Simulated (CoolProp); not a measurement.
Aqueous ammonia as a coolant, 23 % by mass, freezing at -47.0 °C, 1 atm.

The numbers come from the Melinder's fits for secondary coolants in CoolProp.

```
T (°C)  conductivity (W/(m K))  Prandtl number  density (kg/m³)  cp (kJ/(kg K))
------  ----------------------  --------------  ---------------  --------------
-8.8                     0.418            30.8            926.9           4.248
-5.5                     0.423            27.1            925.6               …
-2.1                     0.429            23.8            924.1           4.239
1.2                      0.435            21.1            922.6           4.235
4.6                      0.441            18.8            921.0           4.232
8                        0.447            16.8            919.4           4.228
11.3                         …            15.1            917.7           4.225
14.7                     0.459            13.6            916.0           4.223
18                       0.464               …            914.2           4.220
21.4                     0.470            11.0            912.4           4.217
```

Some entries are withheld; supply them.


- -5.5, cp (kJ/(kg K)): 4.243
- 11.3, conductivity (W/(m K)): 0.453
- 18, Prandtl number: 12.2
